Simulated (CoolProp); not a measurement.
Vapour-liquid equilibrium of isohexane (1) + ethanol (2) at 391.9 K; x and y are mole fractions of (1).

Computed with CoolProp (multi-fluid Helmholtz-energy mixture model, Lemmon 2006 and Schroeder 2014; pair parameters Bell 2016).

```
x     bubble pressure, mixture model (MPa)  bubble pressure, Raoult's law (MPa)  y, mixture model  y, Raoult's law
----  ------------------------------------  -----------------------------------  ----------------  ---------------
0.05                                0.4894                               0.4147             0.185            0.058
0.2                                 0.6162                               0.4246             0.410            0.225
0.35                                0.6580                               0.4346             0.488            0.385
0.5                                 0.6698                               0.4446             0.532            0.537
0.65                                0.6662                               0.4545             0.580            0.683
0.8                                 0.6350                               0.4645             0.664            0.823
0.95                                0.5372                               0.4744             0.864            0.957
```

The largest gap from Raoult's law is +51.4 % in bubble pressure, at x = 0.35. y crosses x between x = 0.5 and 0.65: the model has an azeotrope there.

The pair parameters rest on a limited set of measurements; away from them the model extrapolates. With so large a gap from Raoult's law the liquid may split in two, which this calculation doesn't test in full.
